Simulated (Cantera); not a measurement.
A closed system holds: 1 mol Cu, 0.58 mol F₂, 2.8 mol H₂, at 0.00975 Torr.

Method: chemical equilibrium by Gibbs-energy minimisation in Cantera with the NASA 1993 tables (ideal gas, pure condensed phases). Candidate condensed phases: Cu, CuF₂; 15 gas species. Equilibrium is a limit: real reactors are often held back by kinetics, nucleation or transport.

Task: Which condensed phases are stable at each of these points (T (K)): 950, 1025, 1100, 1175, 1250, 1325, 1400?

Result: 
```csv
T (K),condensed phases,Cu condensed (%)
950,Cu(s),100.0
1025,Cu(s),100.0
1100,Cu(s),100.0
1175,Cu(s),99.8
1250,Cu(s),98.8
1325,Cu(s),92.5
1400,Cu(l),60.7
```

From 950 K to 1325 K the condensed part is Cu(s). At 1400 K the condensed part is Cu(l).
